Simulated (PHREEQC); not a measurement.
Make-up at 40 °C: 3.2 mol/kgw KCl, 0.028 mol/kgw Na2SO4 and 4.5 mol/kgw NaCl. Closed to the air; pH follows from the charge balance.

Equilibrium calculation in PHREEQC: Pitzer model, pitzer.dat.

```json
{
  "ionic_strength": "7.78 mol/kgw",
  "activity_of_water": "0.710",
  "density": "1.238 g/cm³",
  "osmotic_coefficient": "1.230"
}
```

```
species  molality  activity   log γ
-------  --------  --------  ------
Cl-          7.70      5.16  -0.174
Na+          4.56      7.08   0.191
K+           3.20      2.62  -0.086
SO4-2      0.0280  0.000207  -2.131
OH-       1.04e-7   5.04e-8  -0.314
H+        5.66e-8   4.12e-7   0.862
HSO4-     4.73e-8   1.25e-8  -0.579
```

No solid was allowed to form. Saturation is exceeded, for instance for Sylvite; the values hold only as long as no solid forms. Complexes and solids missing from the database can't appear. Constants without temperature data keep their 25 °C values here.
